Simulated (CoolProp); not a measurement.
Computed with CoolProp (reference Helmholtz-energy equation of state, Thol 2017).

Task: For octamethyltrisiloxane (MDM), give the phase and the cv (kJ/(kg K)), isothermal compressibility (1/MPa) at 66.65 °C and 0.255 MPa.

Result: 
- 66.65 °C and 0.255 MPa: liquid; cv 1.57, isothermal compressibility 0.00256
